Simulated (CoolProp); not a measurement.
Computed with CoolProp (reference Helmholtz-energy equation of state, Lemmon 2006). It is a short technical equation, of lower accuracy than the large ones.

Q: For R141b, give the phase and the cv (kJ/(kg K)), Joule-Thomson coefficient (K/MPa) at 40.55 °C and 517 kPa; 143.45 °C and 53.1 kPa.

A: 
- 40.55 °C and 517 kPa: liquid; cv 0.819, Joule-Thomson coefficient -0.337
- 143.45 °C and 53.1 kPa: gas; cv 0.841, Joule-Thomson coefficient 13.2
